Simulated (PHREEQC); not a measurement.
Make-up at 83 °C: 0.028 mol NaOH and 0.00063 mol NaAlO2 per kg of water. It is in equilibrium with CO2 at log p = -3.4 (atm). Otherwise closed; pH follows from the charge balance.

Computed with PHREEQC (ion-association model, phreeqc.dat).

Each row changes one thing in this solution. Precipitation was switched off in this run.

| case | pH | ionic strength (mol/kgw) | Na+ (mol/kgw) | HCO3- (mol/kgw) | NaCO3- (mol/kgw) | CO3-2 (mol/kgw) |
|---|---|---|---|---|---|---|
| as made | 9.48 | 0.0245 | 0.0217 | 0.00766 | 0.00685 | 0.00278 |
| NaAlO2 left out | 9.48 | 0.0240 | 0.0212 | 0.00771 | 0.00678 | 0.00281 |
| NaOH from 0.028 to 0.14 mol/kgw | 9.63 | 0.0940 | 0.0857 | 0.0120 | 0.0547 | 0.00833 |
| NaOH from 0.028 to 0.28 mol/kgw | 9.66 | 0.172 | 0.160 | 0.0137 | 0.120 | 0.0121 |
| temperature from 83 to 55 °C | 9.45 | … | … | 0.0123 | 0.00377 | 0.00393 |

### Question
Some entries are withheld; supply them.

### Answer

- temperature from 83 to 55 °C, ionic strength (mol/kgw): 0.0287
- temperature from 83 to 55 °C, Na+ (mol/kgw): 0.0248

Some of these states are supersaturated (in Gibbsite (slow to form), for instance). At this temperature some constants are extrapolated from 25 °C, and those without enthalpy data are left unchanged.
